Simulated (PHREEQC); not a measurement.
Synthetic water in mg/L, 25 °C, pH 6.96, pe 12.3: Na 197; K 2.65; Ca 110; Mg 35.6; Cl 357; S(6) as SO4 276; Alkalinity as HCO3 93.4; Zn 0.17.

Cl is adjusted to close the charge balance.
Valence states are taken as typed.

Equilibrium calculation in PHREEQC: ion-association model, phreeqc.dat.

* **ionic strength**: 0.0218 mol/kgw
* **specific conductance**: 1770 µS/cm

| species | molality | activity | log γ |
|---|---|---|---|
| Cl- | 0.00979 | 0.00846 | -0.064 |
| Na+ | 0.00852 | 0.00740 | -0.061 |
| Ca+2 | 0.00240 | 0.00138 | -0.239 |
| SO4-2 | 0.00228 | 0.00130 | -0.243 |
| HCO3- | 0.00148 | 0.00129 | -0.060 |
| Mg+2 | 0.00123 | 0.000721 | -0.233 |
| CaSO4 | 0.000319 | 0.000321 | 0.002 |
| CO2 | 0.000317 | 0.000319 | 0.002 |

Precipitation was switched off in this run. Species that the database lacks are ignored.
